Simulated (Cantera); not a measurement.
A Cantera script and its output.

```python
import numpy as np
import cantera as ct

surf = ct.Interface("ptcombust.yaml", "Pt_surf")
gas = surf.adjacent["gas"]
gas.TPX = 725, 100000, {'CO': 0.019, 'O2': 0.013, 'N2': 0.79}
surf.TP = 725, 100000
reactor = ct.FlowReactor(gas, clone=False)
reactor.area = 0.0001  # m2
reactor.surface_area_to_volume_ratio = 3400  # 1/m
reactor.mass_flow_rate = 2.3 * reactor.area * gas.density  # inlet velocity 2.3 m/s
reactor.energy_enabled = False
wall = ct.ReactorSurface(surf, reactor, clone=False)
net = ct.ReactorNet([reactor])
net.rtol, net.atol = 1e-8, 1e-16
show, cover = ['CO', 'O2', 'H2O', 'CO2'], ['PT(S)', 'H(S)', 'O(S)', 'OH(S)', 'CO(S)', 'C(S)']

rows = []
print(f"{'z/m':>9s}{'u/(m/s)':>9s}" + "".join(f"{s:>13s}" for s in show + cover))
for z in [0.00051, 0.00091, 0.0016, 0.0029, 0.0051, 0.0091, 0.016, 0.029, 0.051]:
    net.advance(z)
    rows.append([reactor.speed, *gas[show].X, *surf[cover].coverages])
    print(f"{z:9.4g}{rows[-1][0]:9.3g}" + "".join(f"{x:13.4e}" for x in rows[-1][1:]))
```

It prints:

```
      z/m  u/(m/s)           CO           O2          H2O          CO2        PT(S)         H(S)         O(S)        OH(S)        CO(S)         C(S)
  0.00051      2.3   2.2696e-02   1.5607e-02  -1.4302e-29   4.2293e-04   4.5040e-02   5.4727e-22   1.3251e-03   6.1705e-19   9.5363e-01   1.6237e-11
  0.00091      2.3   2.2367e-02   1.5443e-02   1.9074e-29   7.5621e-04   4.5367e-02   4.1755e-21   1.3307e-03   4.6969e-18   9.5330e-01   1.6280e-11
   0.0016      2.3   2.1795e-02   1.5158e-02   2.2202e-29   1.3345e-03   4.5950e-02  -9.3007e-21   1.3409e-03  -1.0909e-17   9.5271e-01   1.6354e-11
   0.0029      2.3   2.0706e-02   1.4616e-02   1.5485e-28   2.4364e-03   4.7128e-02   1.6264e-19   1.3617e-03   1.8365e-16   9.5151e-01   1.6496e-11
   0.0051      2.3   1.8821e-02   1.3678e-02   4.1926e-27   4.3431e-03   4.9400e-02   2.9188e-19   1.4036e-03   3.5160e-16   9.4920e-01   1.6735e-11
   0.0091     2.29   1.5221e-02   1.1886e-02   8.7130e-27   7.9852e-03   5.4857e-02  -1.2621e-19   1.5129e-03  -1.0842e-16   9.4363e-01   1.7140e-11
    0.016     2.28   7.9765e-03   8.2787e-03   1.2892e-26   1.5315e-02   7.5493e-02   2.0249e-21   2.0415e-03   1.7204e-18   9.2247e-01   1.7088e-11
    0.029     2.27   9.6066e-09   4.3077e-03  -9.1187e-44   2.3385e-02   4.7163e-02  -6.3692e-23   9.5284e-01  -4.9360e-17   1.5541e-08   3.8534e-22
    0.051     2.27  -4.6578e-17   4.3077e-03   1.0595e-32   2.3385e-02   4.7162e-02  -6.7980e-23   9.5284e-01  -5.2685e-17  -2.6340e-17  -6.5308e-31
```

Detailed kinetics in Cantera: Deutschmann's 1995 Pt surface mechanism with GRI-Mech 3.0 gas chemistry. Catalytic surfaces can have several steady states; this one follows from the mechanism file's or the stated starting coverage. Mass transfer to the wall is taken as infinitely fast.
